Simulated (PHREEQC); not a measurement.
Reverse-osmosis permeate: speciation

Synthetic water in mg/kgw, 28 °C, pH 6.39, pe 10.7:

| constituent | mg/kgw |
|---|---|
| Na | 1.89 |
| K | 2.04 |
| Ca | 7.46 |
| Mg | 1.14 |
| Cl | 7.3 |
| S(6) as SO4 | 8.26 |
| Alkalinity as HCO3 | 13.9 |
| Pb | 0.872 |
| Ba | 0.0244 |
| B | 0.0137 |

Valence states are taken as typed.

All values are PHREEQC results (ion-association model, phreeqc.dat), not measurements.

| Item | Result |
|---|---|
| ionic strength | 0.000914 mol/kgw |
| charge-balance error | 0.3 % |

```csv
species,molality,activity,log γ
HCO3-,0.000225,0.000218,-0.015
Cl-,0.000206,0.000199,-0.015
CO2,0.000192,0.000192,0.000
Ca+2,0.000183,0.000160,-0.059
SO4-2,8.30e-5,7.24e-5,-0.059
Na+,8.22e-5,7.94e-5,-0.015
K+,5.21e-5,5.04e-5,-0.015
Mg+2,4.60e-5,4.02e-5,-0.059
Pb+2,2.56e-6,2.23e-6,-0.060
CaSO4,2.11e-6,2.11e-6,0.000
H3BO3,1.26e-6,1.27e-6,0.000
PbCO3,1.03e-6,1.03e-6,0.000
MgSO4,7.37e-7,7.37e-7,0.000
CaHCO3+,4.80e-7,4.64e-7,-0.015
H+,4.21e-7,4.07e-7,-0.014
PbHCO3+,3.99e-7,3.85e-7,-0.015
```

This is a speciation only: nothing precipitates in the calculation.
